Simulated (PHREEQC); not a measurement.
Consider water at 70 °C with 0.68 mmol/kgw Na2SiF6. Closed to the air; pH follows from the charge balance.

Equilibrium calculation in PHREEQC: ion-association model, phreeqc.dat.

This is a speciation only: nothing precipitates in the calculation.

Problem. Predict the pH, specific conductance.

Solution. pH 3.42; specific conductance 644 µS/cm.

Problem. In which forms is Si present?

Solution. H4SiO4 98 %, SiF6-2 2.0 % of the Si.

Examples of supersaturated solids here: Quartz (slow to form). Others may be too. Complexes and solids missing from the database can't appear. At this temperature some constants are extrapolated from 25 °C, and those without enthalpy data are left unchanged. SiF6-2 is the database's only silicon fluoride.
